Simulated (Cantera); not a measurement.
Charge: 1 mol B2O3, 7.3 mol NH3, 0.61 mol H2, at 2350 K.

Method: chemical equilibrium by Gibbs-energy minimisation in Cantera with the NASA 1993 tables (ideal gas, pure condensed phases). Candidate condensed phases: B, BN, B2O3, B3O3H3, H2O; 39 gas species. Equilibrium is a limit: real reactors are often held back by kinetics, nucleation or transport.

x: gas mole fraction; nothing condenses.

```tsv
P (Pa)	x H2	x H	x N2	x BO	x HBO	x HBO2	x B2O3	x H2O	x O
10	0.191	0.546	0.152	0.0666	0.00216	0.00808	0.000982	0.0112	0.0106
37	0.335	0.375	0.174	0.0629	0.00520	0.0173	0.00290	0.0174	0.00255
140	___	___	0.193	___	___	___	___	0.0173	___
520	0.549	0.128	0.206	0.0430	0.0171	0.0295	0.00988	0.0148	9.40e-5
1900	0.602	___	0.214	___	___	0.0316	___	___	___
7200	0.633	0.0370	0.219	0.0190	0.0301	0.0323	0.0165	0.0106	4.22e-6
27000	0.650	0.0193	0.222	0.0111	0.0344	0.0324	0.0185	0.00956	9.88e-7
100000	0.658	0.0101	0.223	0.00615	0.0371	0.0324	0.0196	0.00899	2.47e-7
```

Complete the blanks.


- 140, x H2: 0.462
- 140, x H: 0.227
- 140, x BO: 0.0550
- 140, x HBO: 0.0104
- 140, x HBO2: 0.0249
- 140, x B2O3: 0.00603
- 140, x O: 0.000485
- 1900, x H: 0.0702
- 1900, x BO: 0.0302
- 1900, x HBO: 0.0240
- 1900, x B2O3: 0.0136
- 1900, x H2O: 0.0124
- 1900, x O: 1.96e-5
